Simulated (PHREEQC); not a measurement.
Synthetic water in mg/kgw, 50 °C, pH 6.43, pe 0.7: Na 0.0457; K 0.048; Ca 0.378; Mg 0.285; Cl 0.296; S(6) as SO4 0.276; Alkalinity as HCO3 1.79; Sr 0.0213.

Valence states are taken as typed.

Computed with PHREEQC (ion-association model, phreeqc.dat).

No solid was allowed to form.

Task: What charge-balance error does the model give?

Result: charge-balance error 2.9 %.

Task: In which forms is C present?

Result: HCO3- 58 %, CO2 42 % of the C.

Complexes and solids missing from the database can't appear. At this temperature some constants are extrapolated from 25 °C, and those without enthalpy data are left unchanged.
